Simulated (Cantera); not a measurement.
What does this Cantera script print?

```python
import numpy as np
import cantera as ct

gas_names = """
    CL CL2 H HCL H2 Si SiCL SiCL2 SiCL3 SiCL4 SiH SiHCL3 SiH2 SiH2CL2 SiH3 SiH3CL SiH4 Si2 Si3
""".split()
cond_names = """
    Si(cr) Si(L)
""".split()


# ... load() reads the species with a 1 bar reference pressure and builds the phases ...
atoms = {
    'Si': {'Si': 1},
    'HCl': {'H': 1, 'CL': 1},
    'H2': {'H': 2},
}
top_T = {}  # K; cautious upper limits of use, not melting points


# ... equilibrate(T, P, feed) seeds the gas with the atoms and calls Mixture.equilibrate('TP', solver="vcs", rtol=1e-11, max_steps=5000) ...
results = []
feed = {'Si': 1, 'HCl': 1.4, 'H2': 0.25}  # mol
P = 101325  # Pa
for T in [575, 625, 675, 725, 775, 825, 875, 925, 975, 1025, 1075, 1125, 1175, 1225]:
    mix = equilibrate(T, P, feed)
    results.append((T, P, feed, dict(zip(mix.species_names, mix.species_moles))))

top = {s: max(r[3][s] / sum(r[3][g] for g in gas_names) for r in results) for s in gas_names}
cols = sorted((s for s in top if top[s] > 1e-05), key=lambda s: -top[s])[:6]
seen = [c for c in cond_names if any(r[3].get(c, 0) > 1e-12 for r in results)]
print("log10 of partial pressures in bar; condensed amounts in mol")
print(f"{'T/K':>10s}" + "".join(f"{s[:9]:>10s}" for s in cols + seen))
for T, P, feed, n in results:
    ng = sum(n[g] for g in gas_names)
    print(f"{T:10.4g}" + "".join(f"{np.log10(max(n[s] / ng * P / 1e5, 1e-99)):10.3f}" for s in cols)
          + "".join(f"{n.get(c, 0):10.4g}" for c in seen))
```

Result:

```
log10 of partial pressures in bar; condensed amounts in mol
       T/K        H2     SiCL4    SiHCL3       HCL     SiCL3     SiCL2    Si(cr)
       575    -0.151    -0.693    -0.996    -4.676    -6.825    -9.618     0.617
       625    -0.150    -0.690    -1.005    -4.150    -6.054    -8.447    0.6175
       675    -0.150    -0.687    -1.014    -3.705    -5.398    -7.452     0.618
       725    -0.150    -0.684    -1.024    -3.321    -4.834    -6.596    0.6186
       775    -0.150    -0.682    -1.032    -2.989    -4.343    -5.852    0.6192
       825    -0.150    -0.680    -1.041    -2.697    -3.913    -5.200    0.6199
       875    -0.150    -0.679    -1.050    -2.440    -3.533    -4.625    0.6208
       925    -0.151    -0.679    -1.058    -2.212    -3.196    -4.113    0.6219
       975    -0.152    -0.680    -1.068    -2.008    -2.894    -3.656    0.6233
      1025    -0.154    -0.683    -1.078    -1.826    -2.624    -3.245    0.6249
      1075    -0.157    -0.689    -1.090    -1.662    -2.382    -2.875    0.6266
      1125    -0.161    -0.698    -1.105    -1.514    -2.164    -2.541    0.6283
      1175    -0.166    -0.711    -1.123    -1.382    -1.970    -2.239    0.6297
      1225    -0.173    -0.731    -1.147    -1.263    -1.798    -1.966    0.6301
```

Equilibrium computed with Cantera from the NASA thermochemical tables; the gas is ideal and each condensed phase is pure. The tables' values for SiCl3 are old estimates; treat these amounts as uncertain.
